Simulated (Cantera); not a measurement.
A closed system holds: 1 mol B2H6, 1.1 mol O2, at 2373 K and 50.0 Pa.

Cantera equilibrium calculation (NASA polynomials, part measured and part estimated; ideal gas, pure solids and liquids). Candidate condensed phases: B, B2O3, B3O3H3, H2O; 23 gas species. The feed counts by its element totals alone. Equilibrium is a limit: real reactors are often held back by kinetics, nucleation or transport.

Base state: H 0.351, H2 0.316, BO 0.273, HBO 0.0231, HBO2 0.0149, B2O3 0.0114, BO2 0.00353, H2O 0.00336 (mole fractions); condensed: gas only.

**Question.** What changes in the equilibrium state with this change: 0.12 mol NH3 added?

**Answer.** 
```
species   before    after
-------  -------  -------
H          0.351    0.353
H2         0.316    0.320
BO         0.273    0.260
N2             0  0.00977
B2O3      0.0114   0.0103
HBO       0.0231   0.0222
HBO2      0.0149   0.0143
B2O2     0.00289  0.00263
BO2      0.00353  0.00337
H2O      0.00336  0.00340
```
Further candidate phases: BN.
